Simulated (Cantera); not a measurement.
A perfectly stirred reactor is fed with 0.541 % CO, 4.14 % O2, 5.23 % H2O, 90.1 % N2, at 0.987 atm; it is held at 1348 K, and followed from long to short residence time.

Computed with Cantera and GRI-Mech 3.0 (53 species, 325 reactions).

x: mole fraction; the columns are a selection and need not sum to one.

```json
[
 {"τ (s)": "2.0", "x CO": "2.30e-5", "x O2": "0.0388", "x H2O": "0.0524", "x NO": "1.24e-7", "x CO2": "0.00540"},
 {"τ (s)": "0.81", "x CO": "4.24e-5", "x O2": "0.0388", "x H2O": "0.0524", "x NO": "1.33e-7", "x CO2": "0.00538"},
 {"τ (s)": "0.33", "x CO": "7.75e-5", "x O2": "0.0389", "x H2O": "0.0523", "x NO": "1.26e-7", "x CO2": "0.00534"},
 {"τ (s)": "0.13", "x CO": "0.000144", "x O2": "0.0389", "x H2O": "0.0523", "x NO": "(withheld)", "x CO2": "0.00528"},
 {"τ (s)": "0.055", "x CO": "0.000255", "x O2": "0.0389", "x H2O": "0.0523", "x NO": "(withheld)", "x CO2": "0.00516"},
 {"τ (s)": "0.022", "x CO": "0.000462", "x O2": "0.0390", "x H2O": "0.0523", "x NO": "(withheld)", "x CO2": "0.00496"},
 {"τ (s)": "0.0090", "x CO": "0.000809", "x O2": "0.0392", "x H2O": "0.0522", "x NO": "(withheld)", "x CO2": "0.00461"},
 {"τ (s)": "0.0037", "x CO": "0.00137", "x O2": "0.0394", "x H2O": "0.0521", "x NO": "(withheld)", "x CO2": "0.00404"},
 {"τ (s)": "0.0015", "x CO": "0.00223", "x O2": "0.0398", "x H2O": "0.0520", "x NO": "(withheld)", "x CO2": "0.00319"},
 {"τ (s)": "0.00061", "x CO": "0.00333", "x O2": "0.0403", "x H2O": "0.0519", "x NO": "(withheld)", "x CO2": "0.00208"},
 {"τ (s)": "0.00025", "x CO": "0.00447", "x O2": "0.0409", "x H2O": "0.0520", "x NO": "(withheld)", "x CO2": "0.000938"}
]
```

Task: Some entries are withheld; supply them.

Result: 
- 0.13, x NO: 1.03e-7
- 0.055, x NO: 7.69e-8
- 0.022, x NO: 5.39e-8
- 0.0090, x NO: 3.87e-8
- 0.0037, x NO: 2.94e-8
- 0.0015, x NO: 2.18e-8
- 0.00061, x NO: 1.20e-8
- 0.00025, x NO: 2.79e-9
